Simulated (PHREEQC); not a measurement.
## Phosphoric acid bath

Make-up at 20 °C: 0.094 mol NaH2PO4, 0.14 mol H2SO4 and 0.0042 mol NiSO4 per kg of water. Closed to the air; pH follows from the charge balance.

Model: ion-association model, wateq4f.dat, run in PHREEQC.

```yaml
pH: 1.11
ionic_strength: 0.233 mol/kgw
activity_of_water: 0.993
total_alkalinity: -280 meq/kg
```

```json
[
 {"species": "HSO4-", "molality": "0.0998", "activity": "0.0719", "log γ": "-0.143"},
 {"species": "H+", "molality": "0.0973", "activity": "0.0771", "log γ": "-0.101"},
 {"species": "Na+", "molality": "0.0894", "activity": "0.0659", "log γ": "-0.132"},
 {"species": "H3PO4", "molality": "0.0829", "activity": "0.0875", "log γ": "0.023"},
 {"species": "SO4-2", "molality": "0.0382", "activity": "0.0107", "log γ": "-0.555"},
 {"species": "H2PO4-", "molality": "0.0111", "activity": "0.00818", "log γ": "-0.132"},
 {"species": "NaSO4-", "molality": "0.00462", "activity": "0.00341", "log γ": "-0.132"},
 {"species": "Ni+2", "molality": "0.00267", "activity": "0.000811", "log γ": "-0.517"},
 {"species": "NiSO4", "molality": "0.00153", "activity": "0.00161", "log γ": "0.023"}
]
```

This is a speciation only: nothing precipitates in the calculation. Species that the database lacks are ignored. H3PO4, which wateq4f.dat lacks, is added to it with the constant of phreeqc.dat. The database has no phosphate complexes of Ni.
